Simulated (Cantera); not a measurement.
An adiabatic, constant-pressure homogeneous reactor starts with CH4 : C2H6 : C3H8 : O2 : N2 = 1 : 0.072 : 1.3 : 10.1 : 37.8 (molar parts), equivalence ratio 0.87, at 1798 K and 3080 Torr.

Model: GRI-Mech 3.0 (53 species, 325 reactions), integrated in Cantera. GRI-Mech 3.0 was tuned for natural gas; its chemistry of propane as a main component is partial and can be far from experiment.

Task: Predict: time of steepest temperature rise; temperature at 0.200 s; equilibrium temperature; x(HCO) at 0.200 s; x(OH) at 0.200 s; x(N2O) at 0.200 s; x(O) at 0.200 s.

Result: 
```json
{
 "time_of_steepest_temperature_rise": "4.99 µs",
 "temperature at 0.200 s": "2923 K",
 "equilibrium_temperature": "2923 K",
 "x(HCO) at 0.200 s": "8.17e-8 (gas-phase equilibrium 8.17e-8)",
 "x(OH) at 0.200 s": "0.0212 (gas-phase equilibrium 0.0212)",
 "x(N2O) at 0.200 s": "1.75e-6 (gas-phase equilibrium 1.75e-6)",
 "x(O) at 0.200 s": "0.00785 (gas-phase equilibrium 0.00785)"
}
```
